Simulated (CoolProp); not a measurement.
Model: reference Helmholtz-energy equation of state, Lemmon 2006, in CoolProp. It is a short technical equation, of lower accuracy than the large ones.

**Question.** For n-decane, give the phase and the Joule-Thomson coefficient (K/MPa), fugacity coefficient at 126.55 °C and 119 bar; 231.45 °C and 3.77 bar; 199.75 °C and 105 bar.

**Answer.** 
- 126.55 °C and 119 bar: liquid; Joule-Thomson coefficient -0.328, fugacity coefficient 0.00451
- 231.45 °C and 3.77 bar: liquid; Joule-Thomson coefficient 0.0385, fugacity coefficient 0.826
- 199.75 °C and 105 bar: liquid; Joule-Thomson coefficient -0.223, fugacity coefficient 0.0304
